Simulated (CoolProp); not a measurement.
Nitrogen at 911.29 K and 1.38 MPa is throttled through a valve to 0.0616 MPa with no heat exchange. Each further row changes one setting.

Model: reference Helmholtz-energy equation of state, Span 2000, in CoolProp.

```csv
case,final density (kg/m³)
as stated,?
outlet pressure 0.0185 MPa,?
outlet pressure 0.0801 MPa,?
```

### Question
Fill in the missing entries.

### Answer

- as stated, final density (kg/m³): 0.228
- outlet pressure 0.0185 MPa, final density (kg/m³): 0.0683
- outlet pressure 0.0801 MPa, final density (kg/m³): 0.296
